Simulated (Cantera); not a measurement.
Charge: 1 mol PbO, 2.2 mol CH4, 1.1 mol H2, at 1075 °C and 75.0 Torr.

These are equilibrium values from Cantera (NASA tables, ideal gas, pure condensed phases), not measurements of a reactor. Rates play no part.

| species | before | after |
|---|---|---|
| H2 | 0.805 | 0.733 |
| CO | 0.146 | 0.133 |
| Pb | 0.0479 | 0.133 |
| H | 6.58e-6 | 0.000187 |
| C2H2 (acetylene) | 9.70e-7 | 2.56e-5 |
| H2O | 6.87e-5 | 7.40e-6 |
| CH4 | 0.000378 | 7.96e-5 |
| Pb2 | 6.79e-6 | 2.08e-5 |
| C(graphite), mol | 1.20 | 1.20 |
| Pb(l), mol | 0.673 | 0 |
Gas species are given as mole fractions.

Problem. What was changed between the two runs?
(A) temperature from 1075 °C to 1752 °C
(B) CH4 from 2.2 to 0.45 mol
(C) temperature from 1075 °C to 1350 °C
(D) temperature from 1075 °C to 1602 °C

Solution. C, temperature from 1075 °C to 1350 °C
